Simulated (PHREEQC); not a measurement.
Solution (20 °C): 160 mmol/kgw HF, 0.99 mmol/kgw NH4F, 15 mmol/kgw (NH4)2SiF6 and 0.82 mmol/kgw HCl. Closed to the air; pH follows from the charge balance.

Equilibrium calculation in PHREEQC: ion-association model, phreeqc.dat.

```csv
quantity,before,after
pH,1.89,2.05
ionic strength (mol/kgw),0.0612,0.0565
HF (mol/kgw),0.140,0.146
F- (mol/kgw),0.0101,0.00653
HF2- (mol/kgw),0.00522,0.00419
NH3 (mol/kgw),7.45e-10,1.83e-8
```

Task: Which change was made?
(A) diluted 10-fold with water
(B) (NH4)2SiF6 from 0.015 to 0.0225 mol/kgw
(C) HCl from 0.00082 to 0.0082 mol/kgw
(D) temperature from 20 to 65 °C
(E) (NH4)2SiF6 left out

Result: D, temperature from 20 to 65 °C

This is a speciation only: nothing precipitates in the calculation. Away from 25 °C the constants follow the database's enthalpies or fits; those with neither stay at their 25 °C values. SiF6-2 is the database's only silicon fluoride.
